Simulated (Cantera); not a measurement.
Input: 1 mol MgO, 4 mol HCl, 21 mol H2, at 1000 K and 1.20 Pa.

Equilibrium computed with Cantera from the NASA thermochemical tables; the gas is ideal and each condensed phase is pure. Candidate condensed phases: H2O, Mg, MgCl2, MgO, Mg(OH)2; 22 gas species. The numbers say what is thermodynamically allowed, not how fast it happens.

Base state: H2 0.840, HCl 0.159, H2O 0.000685, MgCl2 0.000685 (mole fractions); condensed: MgO(s).

### Question
What changes in the equilibrium state with this change: temperature from 1000 K to 1773 K?

### Answer
| species | before | after |
|---|---|---|
| H2 | 0.840 | 0.711 |
| HCl | 0.159 | 0.136 |
| H | 6.00e-7 | 0.0692 |
| H2O | 0.000685 | 0.0367 |
| Mg | <1e-9 | 0.0359 |
| Cl | 1.06e-7 | 0.0102 |
| OH | <1e-9 | 0.000222 |
| MgCl | <1e-9 | 0.000200 |
| MgO(s), mol | 0.983 | 0 |
